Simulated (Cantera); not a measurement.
An adiabatic, constant-volume homogeneous reactor starts with 13.5 % CH₄, 18.0 % O₂, 67.8 % N₂, 0.663 % H₂, equivalence ratio 1.5, at 1475 K and 10.0 bar.

Cantera simulation using GRI-Mech 3.0 (53 species, 325 reactions); the numbers are that mechanism's predictions, not measurements. Above 3000 K some thermodynamic fits are extrapolated.

One state of this run: T (K) = 3066; P (bar) = 23.0; x CH₄ = 7.10e-11; x O₂ = 0.000612; x NO = 0.00247; x HO₂ = 1.67e-6; x CH₂CO = <1e-12; x H = 0.0113. x: mole fraction; the columns are a selection and need not sum to one.

Q: Which value of t (s) does it belong to?
(A) 0.000441
(B) 6.00e-6
(C) 1.76e-5
(D) 5.15e-5

A: A, 0.000441
